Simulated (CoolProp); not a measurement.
Vapour pressure (MPa) of tetradecamethylhexasiloxane (MD4M): the reference equation beside estimates from Tc = 380.0 °C, pc = 0.8286 MPa, ω = 0.800. Clausius-Clapeyron is anchored at 92.35 °C with a constant enthalpy of vaporisation of 69.64 kJ/mol.

Computed with CoolProp (reference Helmholtz-energy equation of state, Thol 2019).

```
T (°C)  reference  Lee-Kesler  Clausius-Clapeyron  van der Waals  Redlich-Kwong  Soave-Redlich-Kwong  Peng-Robinson
------  ---------  ----------  ------------------  -------------  -------------  -------------------  -------------
92.35   0.0001923   0.0002336           0.0001923        0.04753       0.007836            0.0002262      0.0002775
96.55   0.0002492   0.0002975           0.0002494        0.05096       0.008942            0.0002889      0.0003508
100.75  0.0003205   0.0003763           0.0003217        0.05455        0.01017            0.0003663      0.0004407
104.85  0.0004066   0.0004703           0.0004102        0.05823        0.01148            0.0004589      0.0005472
109.05  0.0005150   0.0005873           0.0005233        0.06217        0.01297            0.0005744      0.0006789
113.15  0.0006442   0.0007252           0.0006604        0.06619        0.01455            0.0007108      0.0008332
117.35  0.0008047   0.0008947           0.0008338        0.07048        0.01633            0.0008789       0.001022
121.45  0.0009936    0.001092            0.001042        0.07486        0.01822             0.001075       0.001241
125.65   0.001225    0.001333            0.001303        0.07952        0.02032             0.001314       0.001506
129.75   0.001495    0.001610            0.001614        0.08427        0.02255             0.001591       0.001810
133.95   0.001822    0.001944            0.002000        0.08932        0.02501             0.001924       0.002174
```

Absolute difference from the reference over all 11 rows, mean and median: Lee-Kesler 13.2 and 12.6 %, Clausius-Clapeyron 3.5 and 2.5 %, van der Waals 11916.1 and 10174.8 %, Redlich-Kwong 2340.0 and 2158.6 %, Soave-Redlich-Kwong 10.8 and 10.3 %, Peng-Robinson 30.3 and 29.3 %.
